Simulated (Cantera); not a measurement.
Charge: 1 mol FeCl₃, 1.1 mol H₂O, 41 mol H₂, held at 1330 Pa.

Equilibrium computed with Cantera from the NASA thermochemical tables; the gas is ideal and each condensed phase is pure. Candidate condensed phases: Fe, FeCl₂, FeCl₃, FeO, Fe(OH)₂, Fe(OH)₃, Fe₂O₃, Fe₃O₄, H₂O; 22 gas species. Rates play no part.

Question: Which condensed phases are stable at each of these points (T (°C)): 702, 752, 802, 852, 902, 952, 1002, 1052, 1102, 1152, 1202?

Answer: 
| T (°C) | condensed phases | Fe condensed (%) |
|---|---|---|
| 702 | Fe(α) | 96.6 |
| 752 | Fe(α) | 95.8 |
| 802 | Fe(α) | 94.8 |
| 852 | Fe(α) | 93.8 |
| 902 | Fe(α) | 92.8 |
| 952 | Fe(γ) | 91.8 |
| 1002 | Fe(γ) | 90.8 |
| 1052 | Fe(γ) | 89.7 |
| 1102 | Fe(γ) | 88.6 |
| 1152 | Fe(γ) | 87.6 |
| 1202 | Fe(γ) | 86.5 |

From 702 °C to 902 °C the condensed part is Fe(α). From 952 °C to 1202 °C the condensed part is Fe(γ).
